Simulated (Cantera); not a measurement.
**Catalytic stagnation flow on Pt**

A jet of 6.19 % CH₄, 12.4 % O₂, 81.4 % N₂, equivalence ratio 1.0 at 300 K and 5900 Pa hits a platinum plate 5 cm away at a mass flux of 0.033 kg/m²/s; the plate temperature is set and raised in steps from an oxygen-covered start.

Computed with Cantera and Deutschmann's 1995 Pt surface mechanism with GRI-Mech 3.0 gas chemistry. Catalytic surfaces can have several steady states; this one follows from the mechanism file's or the stated starting coverage.

| plate T (K) | wall x CH₄ | wall x O₂ | wall x H₂O | wall x OH | wall x CO | wall x CO₂ | θ free Pt | θ O* | θ OH* | θ CO* |
|---|---|---|---|---|---|---|---|---|---|---|
| 900 | 0.0348 | 0.0657 | 0.0509 | 4.74e-8 | 1.54e-5 | 0.0334 | 0.258 | 0.740 | 0.00159 | 2.06e-5 |
| 950 | 0.0236 | 0.0422 | 0.0715 | 1.46e-7 | 1.56e-5 | 0.0470 | 0.360 | 0.638 | 0.00169 | 1.62e-5 |
| 1000 | 0.0158 | 0.0257 | 0.0859 | 3.75e-7 | 1.56e-5 | 0.0566 | 0.472 | 0.527 | 0.00160 | 1.23e-5 |
| 1050 | 0.0108 | 0.0154 | 0.0948 | 8.26e-7 | 1.65e-5 | 0.0626 | 0.588 | 0.411 | 0.00141 | 9.58e-6 |
| 1100 | 0.00778 | 0.00903 | 0.100 | 1.59e-6 | 1.95e-5 | 0.0663 | 0.705 | 0.294 | 0.00115 | 8.26e-6 |
| 1150 | 0.00386 | 0.00264 | 0.107 | 1.79e-7 | 0.00343 | 0.0671 | 0.997 | 0.000958 | 7.09e-5 | 0.00157 |
| 1200 | 0.00395 | 0.00276 | 0.106 | 4.16e-7 | 0.00306 | 0.0673 | 0.998 | 0.00121 | 6.97e-5 | 0.000793 |
| 1250 | 0.00407 | 0.00289 | 0.106 | 8.88e-7 | 0.00287 | 0.0676 | 0.998 | 0.00145 | 6.73e-5 | 0.000441 |
x: mole fraction at the wall; θ: surface coverage.
